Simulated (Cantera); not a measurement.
Feed: 1 mol NaCl, 3.5 mol H2, 0.37 mol N2, at 1475 K.

Method: chemical equilibrium by Gibbs-energy minimisation in Cantera with the NASA 1993 tables (ideal gas, pure condensed phases). Candidate condensed phases: NH4Cl, Na, NaCl; 17 gas species. Rates play no part.

Problem. Which condensed phases are stable at each of these points (P (Pa)): 0.100, 0.560, 3.20, 18, 100, 560, 3200, 18000, 100000?

Solution. 
| P (Pa) | condensed phases | Na condensed (%) |
|---|---|---|
| 0.100 | gas only | 0.0 |
| 0.560 | gas only | 0.0 |
| 3.20 | gas only | 0.0 |
| 18 | gas only | 0.0 |
| 100 | gas only | 0.0 |
| 560 | gas only | 0.0 |
| 3200 | gas only | 0.0 |
| 18000 | gas only | 0.0 |
| 100000 | NaCl(l) | 40.0 |

From 0.100 Pa to 0.180 bar nothing is condensed. At 1.00 bar the condensed part is NaCl(l).
